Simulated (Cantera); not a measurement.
Input (Python, Cantera) and output of one run.

```python
import numpy as np
import cantera as ct

gas_names = """
    AL ALC ALH ALN ALO ALOH ALO2 ALO2H AL2 AL2O AL2O2 C CH CH2 CH3 CH2OH CH3O CH4 CH3OH CN CO CO2 COOH
    C2 C2H CHCO,ketyl C2H2,acetylene C2H2,vinylidene CH2CO,ketene C2H3,vinyl CH3CN CH3CO,acetyl C2H4
    C2H4O,ethylen CH3CHO,ethanal CH3COOH (HCOOH)2 C2H5 C2H6 CH3OCH3 C2H5OH CCN CNC C2N2 C2O C3
    C3H3,propargyl C3H4,allene C3H4,propyne C3H4,cyclo- C3H5,allyl C3H6,propylene C3H6,cyclo- C3H6O
    C3H7,n-propyl C3H7,i-propyl C3H8 C3H8O,1propanol C3H8O,2propanol C3O2 C4 C4H2 C4H4,1,3-cyclo-
    C4H6,butadiene C4H6,2-butyne C4H6,cyclo- C4H8,1-butene C4H8,cis2-buten C4H8,tr2-butene
    C4H8,isobutene C4H8,cyclo- (CH3COOH)2 C4H9,n-butyl C4H9,i-butyl C4H9,s-butyl C4H9,t-butyl
    C4H10,isobutane C4H10,n-butane C4N2 C5 C5H6,1,3cyclo- C5H8,cyclo- C5H10,1-pentene C5H10,cyclo-
    C5H11,pentyl C5H11,t-pentyl C5H12,n-pentane C5H12,i-pentane CH3C(CH3)2CH3 C6H2 C6H5,phenyl
    C6H5O,phenoxy C6H6 C6H5OH,phenol C6H10,cyclo- C6H12,1-hexene C6H12,cyclo- C6H13,n-hexyl C7H7,benzyl
    C7H8 C7H8O,cresol C7H14,1-heptene C7H15,n-heptyl C7H16,n-heptane C8H8,styrene C8H10,ethylbenz
    C8H16,1-octene C8H17,n-octyl C8H18,isooctane C8H18,n-octane C9H19,n-nonyl C10H8,naphthale
    C10H21,n-decyl C12H9,o-bipheny C12H10,bipheny H HALO HCN HCO HCCN HNC HNCO HNO HNO2 HNO3 HO2 H2
    HCHO,formaldehy HCOOH H2O H2O2 N NCO NH NH2 NH3 NH2OH NO NO2 NO3 N2 N2H2 N2H4 N2O O OH O2 O3
""".split()
cond_names = """
    AL(cr) AL(L) ALN(s) AL2O3(a) AL2O3(L) C(gr) C6H6(L) C7H8(L) C8H18(L),n-octa H2O(s) H2O(L)
""".split()


def load(file, names, dense=False):
    # The tables refer to 1 bar. Condensed volumes are neglected.
    table = {s.name: s for s in ct.Species.list_from_file(file)}
    out = []
    for n in names:
        d = dict(table[n].input_data)
        d["thermo"] = dict(d["thermo"], **{"reference-pressure": 1e5})
        if dense:
            d["equation-of-state"] = {"model": "constant-volume", "density": "1e6 g/cm^3"}
        out.append(ct.Species.from_dict(d))
    return out


gas = ct.Solution(thermo="ideal-gas", species=load("nasa_gas.yaml", gas_names))
cond = {s.name: ct.Solution(thermo="fixed-stoichiometry", species=[s], name=s.name)
        for s in load("nasa_condensed.yaml", cond_names, dense=True)}
atoms = {
    'Al(CH3)3': {'AL': 1, 'C': 3, 'H': 9},
    'N2O': {'N': 2, 'O': 1},
    'H2': {'H': 2},
}
top_T = {'ALN(s)': 2750, 'C(gr)': 4500}  # K; cautious upper limits of use, not melting points


def equilibrate(T, P, feed):
    n = {}
    for name, mol in feed.items():
        for a, k in atoms[name].items():
            n[a] = n.get(a, 0.0) + k * mol
    gas.TPX = T, P, n
    mass = sum(n.values()) * gas.mean_molecular_weight
    gas.equilibrate("TP")
    valid = [c for c in cond.values() if c.min_temp <= T <= top_T.get(c.name, c.max_temp)]
    mix = ct.Mixture([(gas, mass / gas.mean_molecular_weight)] + [(c, 0.0) for c in valid])
    mix.T, mix.P = T, P
    mix.equilibrate("TP", solver="vcs", rtol=1e-11, max_steps=5000)
    return mix


results = []
T = 1423.15  # K
P = 39  # Pa
for m in [1.1, 1.4, 1.7, 2.1, 2.6, 3.2, 4, 5]:
    feed = {'Al(CH3)3': 1, 'N2O': m, 'H2': 1.8}  # mol
    mix = equilibrate(T, P, feed)
    results.append((T, P, feed, dict(zip(mix.species_names, mix.species_moles))))

top = {s: max(r[3][s] / sum(r[3][g] for g in gas_names) for r in results) for s in gas_names}
cols = sorted((s for s in top if top[s] > 1e-05), key=lambda s: -top[s])[:5]
seen = [c for c in cond_names if any(r[3].get(c, 0) > 1e-12 for r in results)]
print("log10 of partial pressures in bar; condensed amounts in mol")
print(f"{'n(N2O)':>10s}" + "".join(f"{s[:9]:>10s}" for s in cols + seen))
for T, P, feed, n in results:
    ng = sum(n[g] for g in gas_names)
    print(f"{feed['N2O']:10.4g}" + "".join(f"{np.log10(max(n[s] / ng * P / 1e5, 1e-99)):10.3f}" for s in cols)
          + "".join(f"{n.get(c, 0):10.4g}" for c in seen))
```

Result:

```
log10 of partial pressures in bar; condensed amounts in mol
    n(N2O)        H2        N2        CO       H2O       CO2    ALN(s)  AL2O3(a)     C(gr)
       1.1    -3.513    -4.534    -4.271   -10.295   -11.408         1         0     1.899
       1.4    -3.544    -4.390    -4.197   -10.253   -11.261         1         0     1.599
       1.7    -3.574    -4.294    -4.142   -10.227   -11.151         1         0     1.298
       2.1    -3.610    -4.205    -4.087   -10.208   -11.040         1         0     0.898
       2.6    -3.651    -4.128    -4.035   -10.198   -10.937         1         0    0.3978
       3.2    -3.691    -4.049    -4.014    -9.826   -10.503     0.866   0.06701         0
         4    -3.728    -3.944    -4.050    -9.827   -10.505    0.3326    0.3337         0
         5    -3.794    -3.865    -4.100    -4.951    -5.612         0       0.5         0
```

These are equilibrium values from Cantera (NASA tables, ideal gas, pure condensed phases), not measurements of a reactor. The feed counts by its element totals alone. Mutual solubility and eutectic melting of coexisting phases are not modelled.
